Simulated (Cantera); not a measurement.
Equilibrium for fluorocarbon and chlorocarbon gases: CF4 + HCl + CH4

Charge: 1 mol CF4, 0.24 mol HCl, 0.42 mol CH4, at 1.00 bar.

Cantera equilibrium calculation (NASA polynomials, part measured and part estimated; ideal gas, pure solids and liquids). Candidate condensed phases: C, C6H6, C7H8, C8H18; 118 gas species. The tables' values for C2F4 are old estimates; treat these amounts as uncertain. Gases not in the tables: C2F6 and larger saturated fluorocarbons. Kinetics and transport are ignored.

From 2298 K to 2748 K the condensed part is C(graphite). The main C-bearing gas is CF4 at 2298 K and CF2 at 2748 K. The share of C in condensed phases is highest at 2298 K (59.3 %) and lowest at 2748 K (45.5 %).

```json
[
 {"T (K)": "2298", "x HF": "0.694", "x CF2": "0.0387", "x CF4": "0.167", "x F": "0.00857", "x Cl": "0.0739", "x CF3": "0.00436", "x HCl": "0.00981", "x CF": "0.000142", "n C(graphite)": "0.842"},
 {"T (K)": "2348", "x HF": "0.688", "x CF2": "0.0508", "x CF4": "0.157", "x F": "0.0120", "x Cl": "0.0753", "x CF3": "0.00534", "x HCl": "0.00825", "x CF": "0.000238", "n C(graphite)": "0.828"},
 {"T (K)": "2398", "x HF": "0.681", "x CF2": "0.0654", "x CF4": "0.146", "x F": "0.0165", "x Cl": "0.0762", "x CF3": "0.00640", "x HCl": "0.00696", "x CF": "0.000389", "n C(graphite)": "0.810"},
 {"T (K)": "2448", "x HF": "0.671", "x CF2": "0.0822", "x CF4": "0.132", "x F": "0.0223", "x Cl": "0.0765", "x CF3": "0.00746", "x HCl": "0.00589", "x CF": "0.000619", "n C(graphite)": "0.788"},
 {"T (K)": "2498", "x HF": "0.661", "x CF2": "0.101", "x CF4": "0.117", "x F": "0.0296", "x Cl": "0.0763", "x CF3": "0.00847", "x HCl": "0.00501", "x CF": "0.000960", "n C(graphite)": "0.764"},
 {"T (K)": "2548", "x HF": "0.649", "x CF2": "0.121", "x CF4": "0.100", "x F": "0.0384", "x Cl": "0.0758", "x CF3": "0.00932", "x HCl": "0.00429", "x CF": "0.00145", "n C(graphite)": "0.737"},
 {"T (K)": "2598", "x HF": "0.635", "x CF2": "0.141", "x CF4": "0.0831", "x F": "0.0490", "x Cl": "0.0749", "x CF3": "0.00992", "x HCl": "0.00371", "x CF": "0.00214", "n C(graphite)": "0.710"},
 {"T (K)": "2648", "x HF": "0.622", "x CF2": "0.159", "x CF4": "0.0664", "x F": "0.0611", "x Cl": "0.0739", "x CF3": "0.0102", "x HCl": "0.00324", "x CF": "0.00306", "n C(graphite)": "0.684"},
 {"T (K)": "2698", "x HF": "0.608", "x CF2": "0.175", "x CF4": "0.0510", "x F": "0.0747", "x Cl": "0.0727", "x CF3": "0.0101", "x HCl": "0.00287", "x CF": "0.00428", "n C(graphite)": "0.663"},
 {"T (K)": "2748", "x HF": "0.595", "x CF2": "0.187", "x CF4": "0.0376", "x F": "0.0896", "x Cl": "0.0715", "x CF3": "0.00960", "x HCl": "0.00258", "x CF": "0.00583", "n C(graphite)": "0.647"}
]
```
x: gas mole fraction; n: condensed amount in mol.
